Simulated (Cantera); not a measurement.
Input: 1 mol SiCl4, 75 mol N2, held at 1450 °C and 0.100 bar.

Equilibrium computed with Cantera from the NASA thermochemical tables; the gas is ideal and each condensed phase is pure. Candidate condensed phases: Si, Si3N4; 13 gas species. The tables' values for SiCl3 are old estimates; treat these amounts as uncertain. Equilibrium is a limit: real reactors are often held back by kinetics, nucleation or transport.

**Question.** What is the equilibrium state?

**Answer.** 
- x(N2) = 0.982
- x(SiCl4) = 0.00971
- x(Cl) = 0.00436
- x(SiCl3) = 0.00234
- x(SiCl2) = 0.00105
- x(Cl2) = 4.05e-5
- gas amount = 76.34 mol
- log10 activity of Si(l) (absent) = -5.49
